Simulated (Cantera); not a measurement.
A freely propagating, adiabatic, planar premixed flame of CH₄ : O₂ : N₂ = 1 : 2 : 7.52 (molar parts), unburnt at 323 K and 0.810 bar; mixture-averaged transport, grid criteria slope 0.08 and curve 0.16, no radiation.

Computed with Cantera and GRI-Mech 3.0 (53 species, 325 reactions). Burning velocities carry a grid error of a few per cent, more on coarse grids.

**Question.** How do the results move with these cheaper or finer settings: unity-Lewis-number transport; multicomponent transport; multicomponent+Soret transport; grid criteria slope 0.5, curve 1; grid criteria slope 0.25, curve 0.5; grid criteria slope 0.03, curve 0.06?

**Answer.** 
```json
[
 {"setting": "as above", "laminar burning velocity": "46.3 cm/s", "thermal thickness": "0.507 mm", "peak x(C₂H)": "1.59e-7", "peak x(O)": "0.00347", "grid points": "155"},
 {"setting": "unity-Lewis-number transport", "laminar burning velocity": "34.3 cm/s", "thermal thickness": "0.589 mm", "peak x(C₂H)": "1.27e-7", "peak x(O)": "0.00401", "grid points": "146"},
 {"setting": "multicomponent transport", "laminar burning velocity": "46.5 cm/s", "thermal thickness": "0.515 mm", "peak x(C₂H)": "1.62e-7", "peak x(O)": "0.00348", "grid points": "155"},
 {"setting": "multicomponent+Soret transport", "laminar burning velocity": "45.8 cm/s", "thermal thickness": "0.515 mm", "peak x(C₂H)": "1.48e-7", "peak x(O)": "0.00352", "grid points": "155"},
 {"setting": "grid criteria slope 0.5, curve 1", "laminar burning velocity": "49.2 cm/s", "thermal thickness": "0.543 mm", "peak x(C₂H)": "1.52e-7", "peak x(O)": "0.00359", "grid points": "44"},
 {"setting": "grid criteria slope 0.25, curve 0.5", "laminar burning velocity": "47.9 cm/s", "thermal thickness": "0.524 mm", "peak x(C₂H)": "1.56e-7", "peak x(O)": "0.00353", "grid points": "64"},
 {"setting": "grid criteria slope 0.03, curve 0.06", "laminar burning velocity": "45.7 cm/s", "thermal thickness": "0.505 mm", "peak x(C₂H)": "1.59e-7", "peak x(O)": "0.00343", "grid points": "378"}
]
```
The base run took roughly 21 core-seconds.
Unity Lewis numbers drop preferential diffusion, which matters most where H2 and H carry the flame; Soret adds thermal diffusion.
